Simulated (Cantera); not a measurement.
An isothermal, constant-pressure homogeneous reactor starts with CH4 : H2O = 1 : 0.3 (molar parts), at 1625 K and 0.560 bar. Integrator tolerance rtol = 1e-08.

Model: GRI-Mech 3.0 (53 species, 325 reactions), integrated in Cantera. GRI-Mech 3.0 stops at C3 and has no aromatics, soot or wall deposition, so with more carbon than oxygen in the feed, carbon stays in small species such as C2H2 where larger ones or solid carbon would form.

Question: What does this change do: temperature 1625 to 1348 K?

Answer: 
| quantity | before | after |
|---|---|---|
| x(CH4) at 200 s | 0.0294 (gas-phase equilibrium 0.0294) | 0.266 (gas-phase equilibrium 0.235) |
| x(H2O) at 200 s | 5.24e-7 (gas-phase equilibrium 5.26e-7) | 0.107 (gas-phase equilibrium 1.19e-6) |
| x(CH2CO) at 200 s | 2.28e-7 (gas-phase equilibrium 2.29e-7) | 4.05e-6 (gas-phase equilibrium 2.88e-7) |
| x(H) at 200 s | 8.09e-5 (gas-phase equilibrium 8.09e-5) | 2.11e-6 (gas-phase equilibrium 2.35e-6) |
| x(CO2) at 200 s | 2.77e-8 (gas-phase equilibrium 2.78e-8) | 0.00526 (gas-phase equilibrium 1.54e-7) |
